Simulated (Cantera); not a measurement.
An adiabatic, constant-volume homogeneous reactor starts with C₃H₈ : O₂ : N₂ : H₂O = 1 : 2.94 : 11.1 : 0.95 (molar parts), equivalence ratio 1.7, at 1175 K and 1.00 bar.

Model: GRI-Mech 3.0 (53 species, 325 reactions), integrated in Cantera. GRI-Mech 3.0 was tuned for natural gas; its chemistry of propane as a main component is partial and can be far from experiment.

### Question
Predict: time of steepest temperature rise; temperature at 1.00 s; equilibrium temperature; x(O₂) at 1.00 s; x(H₂O) at 1.00 s; x(CO₂) at 1.00 s.

### Answer
| Quantity | Result |
|---|---|
| time of steepest temperature rise | 11.1 ms |
| temperature at 1.00 s | 2709 K |
| equilibrium temperature | 2709 K |
| x(O₂) at 1.00 s | 0.000265 (gas-phase equilibrium 0.000265) |
| x(H₂O) at 1.00 s | 0.160 (gas-phase equilibrium 0.160) |
| x(CO₂) at 1.00 s | 0.0326 (gas-phase equilibrium 0.0326) |
